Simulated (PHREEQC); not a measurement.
Phosphoric acid bath: an equilibrium model

Dissolve 0.15 mol KH2PO4 and 0.015 mol H2SO4 per kg of water at 55 °C and 100 atm. Closed to the air; pH follows from the charge balance.

Model: ion-association model, phreeqc.dat, run in PHREEQC.

Precipitation was switched off in this run.

### Question
Estimate the pH.

### Answer
pH 2.81.

### Question
In which forms is K present?

### Answer
K+ 97 %, KSO4- 2.9 % of the K.

Under pressure, the constants of complexes without a molar volume in the database are unreliable. Away from 25 °C the constants follow the database's enthalpies or fits; those with neither stay at their 25 °C values.
